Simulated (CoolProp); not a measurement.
Properties of oxygen at several states.

Model: reference Helmholtz-energy equation of state, Schmidt 1985, in CoolProp. Above 300 K oxygen's equation is extrapolated.

```json
[
 {"T (K)": "250.8", "p (kPa)": "19.9", "phase": "gas", "speed of sound (m/s)": "301.8", "expansivity (1/kK)": "3.991", "fugacity coefficient": "0.9997"},
 {"T (K)": "892.8", "p (kPa)": "8440", "phase": "supercritical", "speed of sound (m/s)": "568.0", "expansivity (1/kK)": "1.111", "fugacity coefficient": "1.023"},
 {"T (K)": "843.6", "p (kPa)": "1180", "phase": "gas", "speed of sound (m/s)": "540.6", "expansivity (1/kK)": "1.185", "fugacity coefficient": "1.003"},
 {"T (K)": "889.6", "p (kPa)": "923", "phase": "gas", "speed of sound (m/s)": "553.9", "expansivity (1/kK)": "1.123", "fugacity coefficient": "1.002"}
]
```
